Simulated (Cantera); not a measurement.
Input (Python, Cantera):

```python
import numpy as np
import cantera as ct

gas = ct.Solution("gri30.yaml")


def delay(T, t_max=10):
    gas.TPX = T, 90000, {'H2': 1, 'O2': 0.238, 'N2': 0.895}
    reactor = ct.IdealGasConstPressureReactor(gas, clone=False)
    net = ct.ReactorNet([reactor])
    net.rtol, net.atol = 1e-8, 1e-16
    while net.time < t_max:
        t_old, T_old = net.time, reactor.T
        net.step()
        if reactor.T > T + 400:  # ignition: a rise of 400 K
            return t_old + (T + 400 - T_old) / (reactor.T - T_old) * (net.time - t_old)
    return np.nan


taus = []
for T in [850, 900, 950, 1000, 1050, 1100, 1150, 1200]:
    taus.append(delay(T))
    print(f"T0 = {T:6g} K   tau = {taus[-1]:.4e} s")
```

It prints:

```
T0 =    850 K   tau = 1.4018e+00 s
T0 =    900 K   tau = 1.6388e-01 s
T0 =    950 K   tau = 5.0511e-03 s
T0 =   1000 K   tau = 3.7509e-04 s
T0 =   1050 K   tau = 1.8068e-04 s
T0 =   1100 K   tau = 1.1349e-04 s
T0 =   1150 K   tau = 7.9529e-05 s
T0 =   1200 K   tau = 5.9456e-05 s
```

Computed with Cantera and GRI-Mech 3.0 (53 species, 325 reactions). Below about 950 K walls govern HO2 and H2O2 in real vessels.
